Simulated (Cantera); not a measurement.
Standard-state values (1 bar) from the NASA 1993 polynomials, evaluated with Cantera. Values are per mole of reaction as written; species without (g) are pure solids or liquids, kept so even where they would boil at 1 bar.

Problem. Between 1123 and 1723 K, where is each reaction favourable under standard conditions?
- 3 MgO + 6 F(g) ⇌ 3 MgF₂ + O₃(g)
- Mg + 2 F(g) ⇌ MgF₂

Solution. 
- 3 MgO + 6 F(g) ⇌ 3 MgF₂ + O₃(g): ΔG° is -1200 kJ at 1123 K and -851 kJ at 1723 K; it stays negative (K > 1). ΔH° is -1705 kJ and ΔS° -496 J/K at 1723 K.
- Mg + 2 F(g) ⇌ MgF₂: ΔG° is -952 kJ at 1123 K and -780 kJ at 1723 K; it stays negative (K > 1). ΔH° is -1225 kJ and ΔS° -258 J/K at 1723 K.
